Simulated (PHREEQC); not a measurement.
A solution holds 0.0014 mol/kgw H2S, 0.037 mol/kgw NaHCO3 and 5.9e-05 mol/kgw FeCl2, at 88 °C. Closed to the air; pH follows from the charge balance.

The numbers come from PHREEQC with the ion-association model, phreeqc.dat.

No solid was allowed to form.

**Question.** What pH, specific conductance, ionic strength does the model give?

**Answer.** pH 7.50; specific conductance 8240 µS/cm; ionic strength 0.0362 mol/kgw.

**Question.** In which forms is C present?

**Answer.** HCO3- 91 %, CO2 5.6 %, NaCO3- 1.6 %, NaHCO3 0.9 % of the C.

Species that the database lacks are ignored. At this temperature some constants are extrapolated from 25 °C, and those without enthalpy data are left unchanged.
